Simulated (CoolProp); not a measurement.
Vapour pressure (kPa) of n-nonane: the reference equation beside estimates from Tc = 321.4 °C, pc = 2282 kPa, ω = 0.443. Clausius-Clapeyron is anchored at 203.05 °C with a constant enthalpy of vaporisation of 32.08 kJ/mol.

The numbers come from the reference Helmholtz-energy equation of state, Lemmon 2006 in CoolProp. It is a short technical equation, of lower accuracy than the large ones.

```csv
T (°C),reference,Lee-Kesler,Clausius-Clapeyron,van der Waals,Redlich-Kwong,Soave-Redlich-Kwong,Peng-Robinson
198.55,308.9,311.8,313.4,841.7,528.8,313.4,310.2
200.85,(withheld),326.9,326.1,860.9,547.6,328.7,325.3
203.05,338.6,341.8,338.6,879.6,565.9,343.9,340.2
205.25,353.8,357.2,351.4,898.5,584.7,359.6,355.6
207.55,370.4,373.9,365.3,918.5,604.8,376.5,372.3
209.75,386.7,390.4,378.9,938.0,624.4,393.3,(withheld)
212.05,404.3,408.2,393.5,958.5,645.4,411.5,406.7
214.25,421.8,425.9,407.9,978.5,666.0,429.5,424.3
216.55,440.7,(withheld),423.3,999.6,687.9,448.9,443.5
218.75,459.3,463.7,438.5,1020,709.4,468.1,462.3
220.95,478.5,483.1,454.1,1041,731.3,487.9,481.8
223.25,499.3,504.1,470.8,1063,754.7,509.2,502.9
225.45,519.8,524.7,487.3,1084,777.5,530.3,523.7
```

**Question.** Some entries are withheld; supply them.

**Answer.** 
- 200.85, reference: 323.8
- 209.75, Peng-Robinson: 388.8
- 216.55, Lee-Kesler: 444.9

Absolute difference from the reference over all 13 rows, mean and median: Lee-Kesler 1.0 and 1.0 %, Clausius-Clapeyron 2.9 and 2.7 %, van der Waals 138.4 and 137.1 %, Redlich-Kwong 59.9 and 59.6 %, Soave-Redlich-Kwong 1.8 and 1.8 %, Peng-Robinson 0.6 and 0.6 %.
